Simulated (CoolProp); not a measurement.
A single-stage vapour-compression cycle with R142b: evaporating at 327.15 K (dew point), condensing at 354.15 K (bubble point), superheat 2 K, subcooling 5 K, compressor efficiency 0.9, no pressure losses. Each further row changes one setting.

The numbers come from the reference Helmholtz-energy equation of state, Lemmon 2006 in CoolProp. It is a short technical equation, of lower accuracy than the large ones.

```csv
case,cooling COP,pressure ratio,discharge temperature (K),refrigerating effect (kJ/kg),volumetric capacity (kJ/m³)
as stated,9.56,1.87,357.2,151,4960
evaporating temperature 332.15 K,…,1.65,…,…,5730
condensing temperature 349.15 K,…,…,352.0,158,5200
subcooling 10 K,10.0,1.87,357.2,158,5200
superheat 12 K,9.66,1.87,…,…,5030
compressor efficiency 0.8,8.49,1.87,…,151,4960
```

Question: What belongs in the gaps?

Answer: 
- evaporating temperature 332.15 K, cooling COP: 12.2
- evaporating temperature 332.15 K, discharge temperature (K): 357.0
- evaporating temperature 332.15 K, refrigerating effect (kJ/kg): 153
- condensing temperature 349.15 K, cooling COP: 12.1
- condensing temperature 349.15 K, pressure ratio: 1.68
- superheat 12 K, discharge temperature (K): 366.7
- superheat 12 K, refrigerating effect (kJ/kg): 161
- compressor efficiency 0.8, discharge temperature (K): 358.8
